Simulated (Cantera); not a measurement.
**Stirred combustor or abatement burner**

A perfectly stirred reactor is fed with 20.9 % CH3OH, 13.6 % O2, 65.5 % N2, at 4.60 bar; it is adiabatic with a 600 K inlet, and is followed from long to short residence time, starting on the burning branch (τ in s: 0.04, 0.014, 0.0046, 0.0016, 0.00053, 0.00018, 6.1e-05, 2.1e-05, 7e-06).

Cantera simulation using GRI-Mech 3.0 (53 species, 325 reactions); the numbers are that mechanism's predictions, not measurements. GRI-Mech 3.0 was tuned for natural gas; its chemistry of methanol as a main component is partial and can be far from experiment.

```csv
τ (s),T (K),x CH3OH,x O2,x CH4,x HCN,x CH2
0.040,1649,2.51e-5,0.000328,0.000632,1.34e-7,1.61e-8
0.014,1645,4.96e-5,0.000638,0.000823,2.29e-7,4.29e-8
0.0046,1636,0.000108,0.00135,0.00116,3.35e-7,1.17e-7
0.0016,1616,0.000246,0.00280,0.00159,3.58e-7,2.67e-7
0.00053,1566,0.000739,0.00648,0.00190,1.71e-7,4.37e-7
0.00018,600,0.209,0.136,<1e-12,<1e-12,<1e-12
6.1e-5,600,0.209,0.136,<1e-12,<1e-12,<1e-12
2.1e-5,600,0.209,0.136,<1e-12,<1e-12,<1e-12
7.0e-6,600,0.209,0.136,<1e-12,<1e-12,<1e-12
```
x: mole fraction; the columns are a selection and need not sum to one.
